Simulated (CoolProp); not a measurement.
The numbers come from the reference Helmholtz-energy equation of state, Span 2003 in CoolProp. It is a short technical equation, of lower accuracy than the large ones.

Task: For n-heptane, give the phase and the viscosity (µPa s), Prandtl number at 240.8 K and 101 kPa; 360.6 K and 101 kPa.

Result: 
- 240.8 K and 101 kPa: liquid; viscosity 838, Prandtl number 12.3
- 360.6 K and 101 kPa: liquid; viscosity 216, Prandtl number 5.21

Viscosity comes from a separate model (Michailidou 2014). Thermal conductivity comes from a separate model (Assael 2013).
